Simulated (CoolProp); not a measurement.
Values from CoolProp's reference Helmholtz-energy equation of state, Wagner 2002.

### Question
Give the vapour pressure (MPa), vapour density (kg/m³), enthalpy of vaporisation (kJ/kg), liquid viscosity (µPa s) of saturated water at 356, 418.8 K.

### Answer
```
T (K)  p (MPa)  vapour density (kg/m³)  enthalpy of vaporisation (kJ/kg)  liquid viscosity (µPa s)
-----  -------  ----------------------  --------------------------------  ------------------------
356     0.0532                   0.327                              2300                       342
418.8    0.423                    2.28                              2130                       188
```

Viscosity comes from a separate model (Huber 2009).
